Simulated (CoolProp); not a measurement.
Vapour-liquid equilibrium of propane (1) + dimethyl ether (2) at -61.15 °C; x and y are mole fractions of (1).

The numbers come from the multi-fluid Helmholtz-energy mixture model, Lemmon 2009 and Wu 2011; pair parameters Bell 2016 in CoolProp.

```
x      bubble pressure (kPa)  y at the bubble point  dew pressure at overall composition x (kPa)  liquid density (mol/L)
-----  ---------------------  ---------------------  -------------------------------------------  ----------------------
0.05                   18.85                  0.235                                        15.78                   16.79
0.125                  23.31                  0.422                                        16.90                   16.48
0.2                    26.73                  0.528                                        18.18                   16.18
0.275                  29.38                  0.598                                        19.66                   15.89
0.35                   31.48                  0.649                                        21.38                   15.62
0.425                  33.19                  0.690                                        23.39                   15.35
0.5                    34.61                  0.724                                        25.74                   15.10
0.575                  35.84                  0.757                                        28.47                   14.85
0.65                   36.92                  0.789                                        31.52                   14.62
0.725                  37.88                  0.822                                        34.63                   14.39
0.8                    38.73                  0.860                                        37.26                   14.18
0.875                  39.44                  0.903                                        39.01                   13.98
0.95                   39.96                  0.957                                        39.91                   13.78
```

No azeotrope shows between x = 0.05 and 0.95.

Pair parameters are fitted to limited data, so mixtures are less certain than the pure fluids.
